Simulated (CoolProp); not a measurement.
Vapour-liquid equilibrium of acetone (1) + n-dodecane (2) at 0.285 MPa; x and y are mole fractions of (1).

Computed with CoolProp (multi-fluid Helmholtz-energy mixture model, Lemmon 2006 and Lemmon 2004; pair parameters Bell 2016).

Q: Give the bubble temperature and the first vapour's composition at x = 0.35, 0.65, 0.75. Is there an azeotrope?

A: x = 0.35: 389.9 K, y = 0.987; x = 0.65: 373.8 K, y = 0.995; x = 0.75: 371.3 K, y = 0.996. No azeotrope shows between x = 0.05 and 0.95.

The pair parameters rest on a limited set of measurements; away from them the model extrapolates. The gap from Raoult's law changes sign with composition, which may be real or a fault of the pair parameters; it wasn't checked against measurements.
